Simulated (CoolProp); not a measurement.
Vapour-liquid equilibrium of cyclohexane (1) + n-heptane (2) at 459.5 K; x and y are mole fractions of (1).

Computed with CoolProp (multi-fluid Helmholtz-energy mixture model, Zhou 2014 and Span 2003; pair parameters Bell 2016).

```
x     bubble pressure (MPa)  y at the bubble point  dew pressure at overall composition x (MPa)  liquid density (mol/L)
----  ---------------------  ---------------------  -------------------------------------------  ----------------------
0.05                 0.7852                  0.064                                       0.7819                   5.222
0.15                 0.8161                  0.186                                       0.8068                   5.372
0.25                 0.8472                  0.302                                       0.8331                   5.531
0.35                 0.8785                  0.411                                       0.8609                   5.700
0.45                 0.9097                  0.514                                       0.8902                   5.878
0.55                 0.9408                  0.612                                       0.9210                   6.068
0.65                 0.9716                  0.705                                       0.9533                   6.270
0.75                  1.002                  0.793                                       0.9871                   6.486
0.85                  1.032                  0.878                                        1.022                   6.716
0.95                  1.062                  0.960                                        1.058                   6.963
```

No azeotrope shows between x = 0.05 and 0.95.

Pair parameters are fitted to limited data, so mixtures are less certain than the pure fluids.
